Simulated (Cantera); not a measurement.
Mixture: 3.27 % CH₄, 14.9 % O₂, 81.8 % N₂, equivalence ratio 0.44, at 4.93 atm, adiabatic and at constant pressure. Ignition delay is the time to a rise of 400 K.

Computed with Cantera and GRI-Mech 3.0 (53 species, 325 reactions).

Predict: delay at 1300 K; delay at 1375 K; delay at 1450 K; delay at 1525 K; delay at 1600 K; delay at 1675 K; apparent activation energy between 1525 and 1675 K.


```
Property                                                 Value
--------------------------------------------------  ----------
delay at 1300 K                                        2.79 ms
delay at 1375 K                                        1.20 ms
delay at 1450 K                                       0.552 ms
delay at 1525 K                                       0.270 ms
delay at 1600 K                                       0.141 ms
delay at 1675 K                                        79.8 µs
apparent activation energy between 1525 and 1675 K  170 kJ/mol
```
